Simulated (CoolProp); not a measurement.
Values from CoolProp's reference Helmholtz-energy equation of state, de Vries 1995.

Question: For R124, give the phase and the Z, Joule-Thomson coefficient (K/MPa), isothermal compressibility (1/MPa), viscosity (µPa s) at 199.1 K and 0.0287 MPa; 199.1 K and 0.0652 MPa; 199.1 K and 9.06 MPa.

Answer: 
- 199.1 K and 0.0287 MPa: liquid; Z 0.00144, Joule-Thomson coefficient -0.422, isothermal compressibility 0.00101, viscosity 1090
- 199.1 K and 0.0652 MPa: liquid; Z 0.00326, Joule-Thomson coefficient -0.422, isothermal compressibility 0.00101, viscosity 1090
- 199.1 K and 9.06 MPa: liquid; Z 0.450, Joule-Thomson coefficient -0.432, isothermal compressibility 0.000916, viscosity 1220

Viscosity comes from a separate model (Bell 2016), an estimate that may be off by 10 % or more.
